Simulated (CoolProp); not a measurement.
Computed with CoolProp (reference Helmholtz-energy equation of state, Span 1996).

### Question
For carbon dioxide, give the phase and the cv (kJ/(kg K)), speed of sound (m/s) at 277.55 °C and 2.33 bar.

### Answer
- 277.55 °C and 2.33 bar: gas; cv 0.858, speed of sound 356
